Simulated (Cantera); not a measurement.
Input: 1 mol K2SO4, 6.9 mol H2, at 1825 K.

These are equilibrium values from Cantera (NASA tables, ideal gas, pure condensed phases), not measurements of a reactor. Candidate condensed phases: H2O, H2SO4, K, KOH, KO2, K2O, K2O2, K2S, K2SO4, S; 26 gas species. Equilibrium is a limit: real reactors are often held back by kinetics, nucleation or transport.

Question: Which condensed phases are stable at each of these points (P (Pa)): 10, 52, 270, 1400, 7200, 37000, 190000, 1000000?

Answer: 
| P (Pa) | condensed phases | K condensed (%) |
|---|---|---|
| 10 | gas only | 0.0 |
| 52 | gas only | 0.0 |
| 270 | gas only | 0.0 |
| 1400 | gas only | 0.0 |
| 7200 | gas only | 0.0 |
| 37000 | gas only | 0.0 |
| 190000 | K2S(l) | 41.2 |
| 1000000 | K2S(l) | 73.3 |

From 10.0 Pa to 0.370 bar nothing is condensed. From 1.90 bar to 10.0 bar the condensed part is K2S(l).
